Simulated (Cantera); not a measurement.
An adiabatic, constant-pressure homogeneous reactor starts with C₂H₄ : O₂ : N₂ : H₂O = 1 : 4.35 : 16.3 : 0.82 (molar parts), equivalence ratio 0.69, at 1125 K and 25.7 atm. Integrator tolerance rtol = 1e-08.

Cantera simulation using GRI-Mech 3.0 (53 species, 325 reactions); the numbers are that mechanism's predictions, not measurements. GRI-Mech 3.0 was tuned for natural gas; its chemistry of ethylene as a main component is partial and can be far from experiment. The pressure lies above the range GRI-Mech 3.0 was tuned for (to about 10 atm).

| quantity | before | after |
|---|---|---|
| time of steepest temperature rise | 1.34 ms | 0.214 ms |
| temperature at 3.00 s | 2533 K | 2619 K |
| equilibrium temperature | 2533 K | 2619 K |
| x(C₂H₄) at 3.00 s | <1e-12 (gas-phase equilibrium <1e-12) | <1e-12 (gas-phase equilibrium <1e-12) |
| x(O₂) at 3.00 s | 0.0541 (gas-phase equilibrium 0.0541) | 0.0536 (gas-phase equilibrium 0.0536) |
| x(H₂O) at 3.00 s | 0.121 (gas-phase equilibrium 0.121) | 0.120 (gas-phase equilibrium 0.120) |
| x(H₂O₂) at 3.00 s | 1.09e-6 (gas-phase equilibrium 1.09e-6) | 1.28e-6 (gas-phase equilibrium 1.28e-6) |
| x(C₂H₆) at 3.00 s | <1e-12 (gas-phase equilibrium <1e-12) | <1e-12 (gas-phase equilibrium <1e-12) |

Task: What was changed between the two runs?
A. initial temperature 1125 to 1250 K
B. constant volume in place of constant pressure
C. pressure from 25.7 atm to 0.987 atm
D. pressure from 25.7 atm to 1.00 atm

Result: A, initial temperature 1125 to 1250 K
